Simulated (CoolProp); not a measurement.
Computed with CoolProp (reference Helmholtz-energy equation of state, Zhou 2012).

Question: For ethylbenzene, give the phase and the cp (kJ/(kg K)), conductivity (mW/(m K)) at 620 K and 0.115 MPa.

Answer: 
- 620 K and 0.115 MPa: gas; cp 2.29, conductivity 43.8

Thermal conductivity comes from a separate model (Mylona 2014).
